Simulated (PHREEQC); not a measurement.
# Spent oxide etchant: speciation

Solution (20 °C): 3.4 mmol/kgw HF, 0.65 mmol/kgw H2SiF6 and 14 mmol/kgw H2SO4. Closed to the air; pH follows from the charge balance.

The numbers come from PHREEQC with the ion-association model, phreeqc.dat.

This is a speciation only: nothing precipitates in the calculation.

Question: Predict the pH.

Answer: pH 1.71.

Question: In which forms is F present?

Answer: HF 52 %, SiF6-2 46 %, F- 2.3 % of the F.

SiF6-2 is the database's only silicon fluoride.
